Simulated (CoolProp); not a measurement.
A simple Rankine cycle with vinyl chloride: condensing at 312.15 K, boiler at 1.43 MPa, turbine inlet 364.3 K, turbine efficiency 0.75, pump efficiency 0.6, no recuperator. Each further row changes one setting.

Values from CoolProp's reference Helmholtz-energy equation of state, Thol 2022.

| case | thermal efficiency (%) | net work (kJ/kg) | heat in (kJ/kg) | turbine exit temperature (K) | volume ratio over the turbine |
|---|---|---|---|---|---|
| as stated | 7.2 | 24.7 | 345 | 323.2 | 2.34 |
| turbine inlet 384.3 K | 7.3 | 27.0 | 368 | 344.1 | 2.32 |
| condensing temperature 304.15 K | 8.6 | 30.7 | 357 | 314.2 | 2.87 |
| boiler pressure 1 MPa | 4.5 | 16.1 | 354 | 340.9 | 1.65 |
| turbine efficiency 0.65 | 6.1 | 21.2 | 345 | 326.7 | 2.37 |
